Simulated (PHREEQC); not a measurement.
1 kg of water holding 0.055 mol KCl, 0.0042 mol NaHCO3, 0.34 mol Na2CO3, 0.076 mol Na2SO4 and 0.11 mol NaCl is evaporated at 20 °C; the solids stay in contact with the brine. CO2 is held at log p = -3.4 (atm). The run lets Arcanite, Burkeite, Glaserite, Halite, Kalicinite, Mirabilite, Misenite, Nahcolite, Natron, Sylvite, Thenardite, Trona precipitate or redissolve, and no other solid.

Equilibrium calculation in PHREEQC: Pitzer model, pitzer.dat.

| water left (kg) | ionic strength | water activity | Trona (mol) | Burkeite (mol) | Glaserite (mol) | Cl in solution (mol/kgw) | K in solution (mol/kgw) | pH |
|---|---|---|---|---|---|---|---|---|
| 0.999 | 1.36 | 0.977 | 0 | 0 | 0 | 0.165 | 0.0551 | 9.99 |
| 0.8209 | 1.66 | 0.973 | 0 | 0 | 0 | 0.201 | 0.0670 | 10.01 |
| 0.6747 | 2.03 | 0.968 | 0 | 0 | 0 | 0.245 | 0.0815 | 10.02 |
| 0.5544 | 2.47 | 0.962 | 0 | 0 | 0 | 0.298 | 0.0992 | 10.04 |
| 0.3744 | 3.68 | 0.945 | 0 | 0 | 0 | 0.441 | 0.147 | 10.06 |
| 0.3077 | 4.49 | 0.933 | 0 | 0 | 0 | 0.536 | 0.179 | 10.07 |
| 0.2528 | 5.48 | 0.918 | 0 | 0 | 0 | 0.653 | 0.218 | 10.08 |
| 0.2077 | 6.68 | 0.898 | 0 | 0 | 0 | 0.794 | 0.265 | 10.08 |
| 0.1707 | 8.13 | 0.872 | 0 | 0 | 0 | 0.967 | 0.322 | 10.08 |
| 0.1396 | 9.51 | 0.843 | 0.0140 | 0 | 0 | 1.18 | 0.394 | 10.08 |
| 0.1121 | 9.60 | 0.833 | 0.0715 | 0 | 0 | 1.47 | 0.491 | 10.06 |
| 0.07101 | 10.0 | 0.800 | 0.154 | 0 | 0 | 2.32 | 0.775 | 9.98 |
| 0.0559 | 10.4 | 0.775 | 0.182 | 0 | 0.00146 | 2.95 | 0.906 | 9.92 |
| 0.04385 | 10.3 | 0.751 | 0.198 | 0.00437 | 0.00558 | 3.76 | 0.873 | 9.84 |
| 0.03431 | 9.78 | 0.728 | 0.201 | 0.0146 | 0.00724 | 4.81 | 0.970 | 9.79 |

Trona from water left = 0.1396 kg (pH 10.08); Glaserite from water left = 0.0559 kg (pH 9.92); Burkeite from water left = 0.04385 kg (pH 9.84).

Species that the database lacks are ignored.
